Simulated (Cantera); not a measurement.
What does this Cantera script print?

```python
import numpy as np
import cantera as ct

gas = ct.Solution("h2o2.yaml")
gas.TPX = 425, 19000, {'H2': 1, 'O2': 0.417, 'N2': 1.57}
flame = ct.FreeFlame(gas, width=0.13)
flame.set_refine_criteria(ratio=3, slope=0.08, curve=0.16)
flame.transport_model = "mixture-averaged"
flame.solve(loglevel=0, auto=True)
z, T = flame.grid, flame.T
thick = (T[-1] - T[0]) / np.gradient(T, z).max()
show = ['H2', 'O2', 'H2O', 'O', 'H2O2', 'H']
print(f"laminar burning velocity  {flame.velocity[0] * 100:.3f} cm/s")
print(f"burnt temperature         {T[-1]:.1f} K")
print(f"thermal thickness         {thick * 1e3:.4f} mm")
print(f"grid points               {len(z)}")
z0 = z[flame.heat_release_rate.argmax()]
print(f"{'z/mm':>9s}{'T/K':>9s}{'u/(m/s)':>9s}" + "".join(f"{s:>11s}" for s in show))
rows = []
for k in (-3, -2, -1.5, -1, -0.5, -0.25, 0, 0.25, 0.5, 1, 2, 4, 8):
    zz = z0 + k * thick
    rows.append([k * thick, np.interp(zz, z, T), np.interp(zz, z, flame.velocity),
                 *(np.interp(zz, z, flame.X[gas.species_index(s)]) for s in show)])
    print(f"{rows[-1][0] * 1e3:9.3f}{rows[-1][1]:9.1f}{rows[-1][2]:9.3f}" + "".join(f"{x:11.3e}" for x in rows[-1][3:]))
```

Output:

```
laminar burning velocity  389.006 cm/s
burnt temperature         2392.8 K
thermal thickness         3.6406 mm
grid points               148
     z/mm      T/K  u/(m/s)         H2         O2        H2O          O       H2O2          H
  -10.922    425.0    3.890  3.348e-01  1.396e-01  1.507e-16  1.040e-17  1.135e-16  2.099e-19
   -7.281    425.0    3.890  3.348e-01  1.396e-01  3.886e-14  3.558e-15  2.827e-16  1.013e-16
   -5.461    425.0    3.890  3.348e-01  1.396e-01  3.358e-12  2.628e-13  2.013e-14  3.796e-14
   -3.641    425.0    3.890  3.348e-01  1.396e-01  1.242e-09  6.458e-11  1.131e-11  1.451e-10
   -1.820    428.1    3.914  3.338e-01  1.397e-01  7.481e-05  1.043e-06  1.075e-06  2.053e-05
   -0.910    609.5    5.475  3.083e-01  1.359e-01  1.347e-02  1.193e-04  1.420e-05  5.769e-03
    0.000   1076.3    9.332  1.802e-01  9.328e-02  1.083e-01  5.402e-03  7.911e-07  5.762e-02
    0.910   1379.1   11.813  7.504e-02  2.898e-02  2.243e-01  1.093e-02  9.474e-07  9.245e-02
    1.820   1502.7   12.781  6.592e-02  1.949e-02  2.420e-01  1.090e-02  7.441e-07  8.679e-02
    3.641   1639.7   13.818  6.886e-02  1.657e-02  2.491e-01  1.008e-02  4.580e-07  7.305e-02
    7.281   1789.8   14.919  7.136e-02  1.375e-02  2.576e-01  8.568e-03  2.425e-07  5.817e-02
   14.562   1943.5   16.009  7.210e-02  1.070e-02  2.682e-01  6.605e-03  1.263e-07  4.391e-02
   29.124   2089.8   17.014  7.113e-02  7.681e-03  2.800e-01  4.555e-03  7.135e-08  3.140e-02
```

Computed with Cantera and the H2/O2 subset of GRI-Mech 3.0, which has no nitrogen chemistry. Burning velocities carry a grid error of a few per cent, more on coarse grids.
